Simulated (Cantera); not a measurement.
Charge: 1 mol Si, 1.9 mol NF3, at 525 °C and 13.0 Pa.

Method: chemical equilibrium by Gibbs-energy minimisation in Cantera with the NASA 1993 tables (ideal gas, pure condensed phases). Candidate condensed phases: Si, Si3N4; 16 gas species. Equilibrium is a limit: real reactors are often held back by kinetics, nucleation or transport.

Question: What is the equilibrium state?

Answer: 
| Item | Result |
|---|---|
| x(SiF4) | 0.311 |
| x(N2) | 0.295 |
| x(F) | 0.259 |
| x(F2) | 0.134 |
| x(NF3) | 7.42e-5 |
| gas amount | 3.217 mol |
| log10 activity of Si(s) (absent) | -93.11 |
